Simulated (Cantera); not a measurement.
Feed: 1 mol NiS, 4 mol H2, equilibrated at 1525 K and 0.0270 bar.

These are equilibrium values from Cantera (NASA tables, ideal gas, pure condensed phases), not measurements of a reactor. Candidate condensed phases: Ni, NiS, NiS2, Ni3S2, Ni3S4, S; 9 gas species. Kinetics and transport are ignored.

Base state: H2 0.930, H2S 0.0552, S2 0.0125, SH 0.00193, H 0.000139, S 3.69e-5 (mole fractions); condensed: Ni3S2(l).

Q: What changes in the equilibrium state with this change: H2 from 4 to 94 mol?

A: 
| species | before | after |
|---|---|---|
| H2 | 0.930 | 0.990 |
| H2S | 0.0552 | 0.00962 |
| S2 | 0.0125 | 0.000337 |
| S | 3.69e-5 | 6.05e-6 |
| SH | 0.00193 | 0.000326 |
| H | 0.000139 | 0.000143 |
| Ni3S2(l), mol | 0.333 | 0 |
| Ni(s), mol | 0 | 1.000 |

Q: What changes in the equilibrium state with this change: temperature from 1525 K to 875 K?

A: 
| species | before | after |
|---|---|---|
| H2 | 0.930 | 0.917 |
| H2S | 0.0552 | 0.0833 |
| S2 | 0.0125 | 7.62e-7 |
| H | 0.000139 | <1e-9 |
| S | 3.69e-5 | <1e-9 |
| SH | 0.00193 | 1.90e-7 |
| Ni3S2(l), mol | 0.333 | 0 |
| Ni3S2(s), mol | 0 | 0.333 |

Q: What changes in the equilibrium state with this change: H2 from 4 to 1100 mol?

A: 
| species | before | after |
|---|---|---|
| H2 | 0.930 | 0.999 |
| H2S | 0.0552 | 0.000873 |
| H | 0.000139 | 0.000144 |
| S2 | 0.0125 | 2.72e-6 |
| S | 3.69e-5 | 5.44e-7 |
| SH | 0.00193 | 2.95e-5 |
| Ni3S2(l), mol | 0.333 | 0 |
| Ni(s), mol | 0 | 0.996 |
